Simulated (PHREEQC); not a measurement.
1 kg of water holding 0.0018 mol/kgw Na2B4O7 and 0.2 mol/kgw Na2CO3 is evaporated at 25 °C; the solids stay in contact with the brine. CO2 from the air is kept out. The run lets Nahcolite, Natron, Trona, Borax, Boric_acid,s, NaBO2:4H2O, NaB5O8:5H2O precipitate or redissolve, and no other solid.

Equilibrium calculation in PHREEQC: Pitzer model, pitzer.dat.

Task: Predict ionic strength, Na in solution (mol/kgw), C in solution (mol/kgw) at water left (kg) = 0.8219, 0.2083, 0.1157, 0.09507, 0.07813.

Result: 
```json
[
 {"water left (kg)": "0.8219", "ionic strength": "0.727", "Na in solution (mol/kgw)": "0.491", "C in solution (mol/kgw)": "0.243"},
 {"water left (kg)": "0.2083", "ionic strength": "2.88", "Na in solution (mol/kgw)": "1.94", "C in solution (mol/kgw)": "0.960"},
 {"water left (kg)": "0.1157", "ionic strength": "5.19", "Na in solution (mol/kgw)": "3.49", "C in solution (mol/kgw)": "1.73"},
 {"water left (kg)": "0.09507", "ionic strength": "6.31", "Na in solution (mol/kgw)": "4.25", "C in solution (mol/kgw)": "2.10"},
 {"water left (kg)": "0.07813", "ionic strength": "7.68", "Na in solution (mol/kgw)": "5.17", "C in solution (mol/kgw)": "2.56"}
]
```

Complexes and solids missing from the database can't appear.
